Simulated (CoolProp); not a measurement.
Computed with CoolProp (reference Helmholtz-energy equation of state, Thol 2016).

Question: For R1234ze(E), give the phase and the Z, speed of sound (m/s), Joule-Thomson coefficient (K/MPa), Prandtl number at 307.5 K and 0.734 MPa; 330 K and 0.734 MPa; 341.2 K and 0.734 MPa.

Answer: 
- 307.5 K and 0.734 MPa: liquid; Z 0.0289, speed of sound 494, Joule-Thomson coefficient -0.0167, Prandtl number 3.35
- 330 K and 0.734 MPa: gas; Z 0.868, speed of sound 144, Joule-Thomson coefficient 17.2, Prandtl number 0.867
- 341.2 K and 0.734 MPa: gas; Z 0.884, speed of sound 148, Joule-Thomson coefficient 15.1, Prandtl number 0.845

Viscosity comes from a separate model (Bell 2016), an estimate that may be off by 10 % or more. Thermal conductivity comes from a separate model (Perkins 2011).
